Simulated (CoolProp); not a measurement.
Properties of ammonia along the isotherm 171.65 °C.

Computed with CoolProp (reference Helmholtz-energy equation of state, Gao 2020).

```csv
p (MPa),phase,Z,expansivity (1/kK),viscosity (µPa s),fugacity coefficient
0.0898,gas,0.9979,2.265,15.7,0.9979
0.204,gas,0.9952,2.288,15.7,0.9953
0.465,gas,0.9891,2.339,15.7,0.9892
1.06,gas,0.9750,2.464,15.7,0.9755
2.41,gas,___,___,15.7,___
5.48,gas,0.8623,3.739,15.9,0.8760
12.5,supercritical,0.6438,___,___,___
28.4,supercritical,___,8.595,___,0.4619
```

Some entries are withheld; supply them.


- 2.41, Z: 0.9421
- 2.41, expansivity (1/kK): 2.779
- 2.41, fugacity coefficient: 0.9446
- 12.5, expansivity (1/kK): 9.119
- 12.5, viscosity (µPa s): 18.1
- 12.5, fugacity coefficient: 0.7263
- 28.4, Z: 0.3694
- 28.4, viscosity (µPa s): 44.1

Viscosity comes from a separate model (Fenghour 1995).
